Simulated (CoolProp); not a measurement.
Properties of tetradecamethylhexasiloxane (MD4M) along the isotherm 620 K (Tc = 653.2 K, pc = 828.6 kPa, ω = 0.800).

Model: reference Helmholtz-energy equation of state, Thol 2019, in CoolProp.

```
p (kPa)   phase       Z  cv (kJ/(kg K))  speed of sound (m/s)  fugacity coefficient
-------  ------  ------  --------------  --------------------  --------------------
6.55        gas  0.9961           2.066                 106.0                0.9961
13.5        gas  0.9920           2.066                 105.6                0.9920
27.6        gas  0.9835           2.067                 104.7                0.9838
56.7        gas  0.9658           2.069                 102.9                0.9667
116         gas  0.9282           2.072                 98.84            (withheld)
239         gas  0.8429           2.081                 89.40            (withheld)
491         gas  0.6076           2.109                 60.51            (withheld)
1010     liquid  0.1762           2.114                 172.0                0.3881
2070     liquid  0.3410      (withheld)            (withheld)                0.2265
```

Some entries are withheld; supply them.


- 116, fugacity coefficient: 0.9323
- 239, fugacity coefficient: 0.8620
- 491, fugacity coefficient: 0.7197
- 2070, cv (kJ/(kg K)): 2.112
- 2070, speed of sound (m/s): 225.6
